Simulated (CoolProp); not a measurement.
n-pentane along the isobar 4040 kPa: density (kg/m³) from the reference equation and from simpler models built on Tc = 469.7 K, pc = 3368 kPa, ω = 0.251; each cubic takes its own stable root.

Model: reference Helmholtz-energy equation of state, Thol 2019, in CoolProp.

| T (K) | phase | reference | Soave-Redlich-Kwong | Peng-Robinson |
|---|---|---|---|---|
| 332.1 | liquid | 592.6 | 542.0 | 612.2 |
| 343.6 | liquid | 580.5 | 530.0 | 598.8 |
| 355.1 | liquid | 568.0 | 517.2 | 584.6 |
| 366.5 | liquid | 555.1 | 503.6 | 569.4 |
| 378 | liquid | 541.4 | 489.0 | 552.9 |
| 389.5 | liquid | 527.0 | 473.2 | 535.0 |
| 400.9 | liquid | 511.7 | 456.3 | ? |
| 412.4 | liquid | ? | 437.6 | 494.1 |
| 423.9 | liquid | ? | 416.8 | 470.1 |
| 435.4 | liquid | 456.5 | 393.4 | 442.8 |
| 446.8 | liquid | 432.9 | 366.5 | 411.2 |
| 458.3 | liquid | 403.1 | 333.4 | 372.3 |
| 469.8 | supercritical | 359.8 | 289.0 | 319.4 |
| 481.2 | supercritical | 252.1 | 211.1 | 226.5 |
| 492.7 | supercritical | ? | 141.3 | 149.8 |

Q: What belongs in the gaps?

A: 
- 400.9, Peng-Robinson: 515.6
- 412.4, reference: 495.2
- 423.9, reference: 477.0
- 492.7, reference: 149.5
